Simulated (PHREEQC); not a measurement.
Make-up at 25 °C: 0.0172 mol/kgw H3BO3 and 0.00122 mol/kgw K2HPO4. Closed to the air; pH follows from the charge balance.

All values are PHREEQC results (ion-association model, phreeqc.dat), not measurements.

### Question
The ionic strength comes out as 0.00331 mol/kgw. What activity coefficients do HPO4-2, KHPO4-, K+, H2BO3-, H2PO4- get?

### Answer
HPO4-2 0.78, KHPO4- 0.94, K+ 0.94, H2BO3- 0.94, H2PO4- 0.94.

No solid was allowed to form.
